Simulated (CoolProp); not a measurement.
Nitrous oxide along the isobar 8.72 MPa: fugacity coefficient from the reference equation and from simpler models built on Tc = 309.5 K, pc = 7.245 MPa, ω = 0.161; each cubic takes its own stable root.

Model: reference Helmholtz-energy equation of state, Lemmon 2006, in CoolProp. It is a short technical equation, of lower accuracy than the large ones.

```csv
T (K),phase,reference,Soave-Redlich-Kwong,Peng-Robinson
238.5,liquid,0.1331,0.1367,0.1320
249.9,liquid,0.1834,0.1888,0.1818
261.3,liquid,0.2430,0.2505,0.2409
272.6,liquid,0.3107,0.3204,0.3078
284,liquid,0.3862,0.3978,0.3821
295.4,liquid,0.4670,0.4796,0.4607
306.8,liquid,0.5497,0.5615,0.5396
318.1,supercritical,0.6261,0.6341,0.6096
329.5,supercritical,0.6764,0.6832,0.6573
340.9,supercritical,0.7135,0.7204,0.6939
352.3,supercritical,0.7443,0.7516,0.7248
363.7,supercritical,0.7707,0.7786,0.7517
375,supercritical,0.7935,0.8020,0.7752
386.4,supercritical,0.8138,0.8230,0.7963
397.8,supercritical,0.8318,0.8416,0.8152
```
